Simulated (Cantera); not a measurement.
# Dilute partial oxidation

An isothermal, constant-pressure homogeneous reactor starts with 2.04 % CH4, 0.584 % O2, 97.4 % N2, at 1450 K and 3600 Torr.

Computed with Cantera and GRI-Mech 3.0 (53 species, 325 reactions). GRI-Mech 3.0 stops at C3 and has no aromatics, soot or wall deposition, so with more carbon than oxygen in the feed, carbon stays in small species such as C2H2 where larger ones or solid carbon would form.

| t (s) | x CH4 | x O2 | x C2H | x C2H6 | x NO | x CH3 | x H2O2 |
|---|---|---|---|---|---|---|---|
| 1.00e-6 | 0.0204 | 0.00584 | <1e-12 | <1e-12 | <1e-12 | 1.19e-8 | 2.74e-12 |
| 4.33e-6 | 0.0204 | 0.00584 | <1e-12 | <1e-12 | <1e-12 | 6.40e-8 | 3.65e-11 |
| 1.87e-5 | 0.0204 | 0.00584 | <1e-12 | 9.56e-11 | <1e-12 | 2.98e-7 | 2.49e-10 |
| 8.11e-5 | 0.0204 | 0.00584 | <1e-12 | 8.62e-9 | <1e-12 | 1.37e-6 | 8.41e-10 |
| 0.000351 | 0.0204 | 0.00584 | <1e-12 | 6.49e-7 | <1e-12 | 5.41e-6 | 9.59e-10 |
| 0.00152 | 0.0204 | 0.00583 | <1e-12 | 1.14e-5 | <1e-12 | 9.59e-6 | 9.19e-10 |
| 0.00658 | 0.0202 | 0.00576 | <1e-12 | 6.83e-5 | <1e-12 | 1.65e-5 | 1.58e-9 |
| 0.0285 | 0.0182 | 0.00495 | 1.65e-11 | 0.000228 | 3.88e-11 | 2.87e-5 | 2.88e-9 |
| 0.123 | 0.0112 | 0.000473 | 1.59e-10 | 3.67e-5 | 1.34e-9 | 1.18e-5 | 4.76e-10 |
| 0.534 | 0.00905 | 1.91e-6 | 1.31e-10 | 8.72e-6 | 4.65e-10 | 5.57e-6 | 1.95e-12 |
| 2.31 | 0.00556 | <1e-12 | 1.85e-10 | 2.78e-6 | 2.57e-11 | 3.21e-6 | <1e-12 |
| 10.0 | 0.00266 | <1e-12 | 2.23e-10 | 7.06e-7 | 1.33e-11 | 1.52e-6 | <1e-12 |
x: mole fraction; the columns are a selection and need not sum to one.

Equilibrium at this temperature and pressure: CH4 0.000721, O2 <1e-12, C2H 8.03e-12, C2H6 4.17e-8, NO <1e-12, CH3 3.40e-7, H2O2 <1e-12 (gas phase only).
